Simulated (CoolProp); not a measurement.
Vapour-liquid equilibrium of isobutene (1) + n-butane (2) at 0.583 MPa; x and y are mole fractions of (1).

The numbers come from the multi-fluid Helmholtz-energy mixture model, Lemmon 2005 and Bücker 2006; pair parameters Bell 2016 in CoolProp.

Problem. Give the bubble temperature and the first vapour's composition at x = 0.35, 0.45, 0.65. Is there an azeotrope?

Solution. x = 0.35: 326.0 K, y = 0.392; x = 0.45: 325.2 K, y = 0.493; x = 0.65: 323.7 K, y = 0.686. No azeotrope shows between x = 0.05 and 0.95.

The pair parameters rest on a limited set of measurements; away from them the model extrapolates.
